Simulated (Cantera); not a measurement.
Feed: 1 mol Fe₃O₄, 0.057 mol HCl, 7 mol N₂, held at 48000 Pa.

Method: chemical equilibrium by Gibbs-energy minimisation in Cantera with the NASA 1993 tables (ideal gas, pure condensed phases). Candidate condensed phases: Fe, FeCl₂, FeCl₃, FeO, Fe(OH)₂, Fe(OH)₃, Fe₂O₃, Fe₃O₄, H₂O, NH₄Cl; 37 gas species. Condensed phases not in the tables: FeOCl. Rates play no part.

Q: At 575 °C, list the 5 most abundant gas species with their mole fractions, and the condensed phases.

A: N₂ 0.992, HCl 0.00774, H₂O 0.000167, FeCl₂ 0.000120, FeCl₃ 2.92e-5. Condensed: Fe₂O₃(s) + Fe₃O₄(s).
